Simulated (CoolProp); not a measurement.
Saturation properties of methanol.

The numbers come from the reference Helmholtz-energy equation of state, de Reuck 1993 in CoolProp.

```tsv
T (°C)	p (bar)	vapour density (kg/m³)	liquid viscosity (µPa s)
126.95	7.758	8.758	171
134.05	9.363	10.59	160
141.05	11.19	12.72	150
148.15	13.33	15.26	140
155.25	15.77	18.24	131
162.35	18.56	21.75	122
169.45	21.71	25.85	114
176.55	25.27	30.61	106
```

It boils at 64.5 °C under 1 atm.

Viscosity comes from a separate model (Xiang 2006).
